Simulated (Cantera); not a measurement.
Feed: 1 mol Si3N4, 0.0055 mol O2, 58 mol H2, held at 2273 K and 0.0250 bar.

Method: chemical equilibrium by Gibbs-energy minimisation in Cantera with the NASA 1993 tables (ideal gas, pure condensed phases). Candidate condensed phases: H2O, Si, SiO2, Si2N2O, Si3N4; 35 gas species. The tables' values for SiN are old estimates; treat these amounts as uncertain. Gases not in the tables: Si2H6 and higher silanes. Equilibrium is a limit: real reactors are often held back by kinetics, nucleation or transport.

Base state: H2 0.886, H 0.0500, N2 0.0313, Si 0.0293, SiH 0.00168, Si2 0.000538, SiH2 0.000368, SiO 0.000173 (mole fractions); condensed: Si(l).

Q: What changes in the equilibrium state with this change: temperature from 2273 K to 998.15 K?

A: 
```json
[
 {"species": "H2", "before": "0.886", "after": "1.000"},
 {"species": "N2", "before": "0.0313", "after": "6.32e-5"},
 {"species": "H", "before": "0.0500", "after": "1.37e-8"},
 {"species": "Si", "before": "0.0293", "after": "<1e-9"},
 {"species": "SiH", "before": "0.00168", "after": "<1e-9"},
 {"species": "Si2", "before": "0.000538", "after": "<1e-9"},
 {"species": "Si(l), mol", "before": "0.888", "after": "0"},
 {"species": "Si2N2O(s), mol", "before": "0", "after": "0.0110"},
 {"species": "Si3N4(s), mol", "before": "0", "after": "0.993"}
]
```
